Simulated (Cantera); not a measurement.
Input (Python, Cantera) and output of one run.

```python
import numpy as np
import cantera as ct

gas_names = [...]  # 123 gases of nasa_gas.yaml made of C, H, O, Si
cond_names = """
    C(gr) C6H6(L) C7H8(L) C8H18(L),n-octa H2O(s) H2O(L) Si(cr) Si(L) SiC(b) SiO2(Lqz) SiO2(hqz) SiO2(L)
""".split()


# ... load() reads the species with a 1 bar reference pressure and builds the phases ...
atoms = {
    'Si2H6': {'Si': 2, 'H': 6},
    'O2': {'O': 2},
    'H2': {'H': 2},
    'CO2': {'C': 1, 'O': 2},
}
top_T = {'C(gr)': 4500, 'SiC(b)': 3050}  # K; cautious upper limits of use, not melting points


# ... equilibrate(T, P, feed) seeds the gas with the atoms and calls Mixture.equilibrate('TP', solver="vcs", rtol=1e-11, max_steps=5000) ...
results = []
feed = {'Si2H6': 1, 'O2': 2, 'H2': 0.36, 'CO2': 17}  # mol
T = 1525  # K
P = 10000  # Pa
mix = equilibrate(T, P, feed)
results.append((T, P, feed, dict(zip(mix.species_names, mix.species_moles))))
x = sorted(zip(gas.X, gas.species_names), reverse=True)
print(f"T = {T:g} K  P = {P:g} Pa  gas = {mix.phase_moles(0):.4g} mol")
print("   x: " + "  ".join(f"{s} {v:.3e}" for v, s in x if v > 0.001))
print("   condensed (mol): " + ("  ".join(f"{mix.phase(i).name} {mix.phase_moles(i):.4g}"
      for i in range(1, mix.n_phases) if mix.phase_moles(i) > 1e-12) or "none"))
```

It prints:

```
T = 1525 K  P = 10000 Pa  gas = 20.36 mol
   x: CO2 6.826e-01  CO 1.524e-01  H2O 1.524e-01  H2 1.264e-02
   condensed (mol): SiO2(hqz) 2
```

Equilibrium computed with Cantera from the NASA thermochemical tables; the gas is ideal and each condensed phase is pure. The feed counts by its element totals alone. The tables hold silica as quartz up to 1696 K and as liquid above; real silica turns to tridymite and cristobalite and melts near 1996 K. Gases not in the tables: Si(OH)4.
